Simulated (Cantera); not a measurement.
A closed system holds: 1 mol B, 0.066 mol H2O, 4.8 mol N2, held at 30.0 Pa.

Equilibrium computed with Cantera from the NASA thermochemical tables; the gas is ideal and each condensed phase is pure. Candidate condensed phases: B, BN, B2O3, B3O3H3, H2O; 39 gas species. Rates play no part. All values below are at 1352 °C.

Base state: N2 0.977, H2 0.0132, B2O2 0.00297, HBO 0.00268, BO 0.00209, B2O3 0.00130, H 0.000469, HBO2 0.000141 (mole fractions); condensed: BN(s).

What changes in the equilibrium state with this change: N2 from 4.8 to 180 mol?


```
species       before     after
----------  --------  --------
N2             0.977     0.999
H2            0.0132  0.000308
BO           0.00209  0.000238
B2O2         0.00297   3.84e-5
B2O3         0.00130   1.93e-6
HBO2        0.000141   2.82e-7
HBO          0.00268   4.66e-5
H           0.000469   7.15e-5
BN(s), mol     0.940     0.934
```

What changes in the equilibrium state with this change: B replaced by BF3?


```json
[
 {"species": "N2", "before": "0.977", "after": "0.809"},
 {"species": "BF3", "before": "0", "after": "0.157"},
 {"species": "HF", "before": "0", "after": "0.0223"},
 {"species": "BOF", "before": "0", "after": "0.0111"},
 {"species": "H2", "before": "0.0132", "after": "5.52e-8"},
 {"species": "B2O2", "before": "0.00297", "after": "<1e-9"},
 {"species": "HBO", "before": "0.00268", "after": "<1e-9"},
 {"species": "B2O3", "before": "0.00130", "after": "<1e-9"},
 {"species": "BN(s), mol", "before": "0.940", "after": "0"}
]
```
The tables' values for BF2 are old estimates; treat these amounts as uncertain.
